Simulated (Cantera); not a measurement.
## Diamond growth

A diamond (100) surface in a fixed gas of H2 with x(CH4) = 0.0032, x(CH3) = 0.00066, at 1325 K, 12.0 Torr; coverages are run to steady state.

Detailed kinetics in Cantera: the Harris–Goodwin 1993 mechanism for the reconstructed diamond (100) surface.

```csv
x(H),growth (µm/h),θ c6HH,θ c6H*,θ c6*H,θ c6**,θ c6HM
0.0001,0.0150,0.673,0.0286,0.293,0.00379,0.000109
0.00025,0.0914,0.540,0.0397,0.407,0.0107,0.000156
0.00063,0.354,0.448,0.0467,0.479,0.0221,0.000202
0.0016,0.856,0.399,0.0500,0.513,0.0344,0.000250
0.004,1.43,0.377,0.0513,0.526,0.0434,0.000290
0.01,1.98,0.367,0.0518,0.531,0.0486,0.000311
0.026,2.74,0.363,0.0520,0.533,0.0511,0.000311
0.064,4.03,0.362,0.0522,0.533,0.0521,0.000287
0.16,6.34,0.361,0.0526,0.533,0.0527,0.000234
```
θ: site fractions in the mechanism's names (c6HH fully hydrogenated, c6H* and c6*H radical sites, c6** diradical, c6HM methylated).
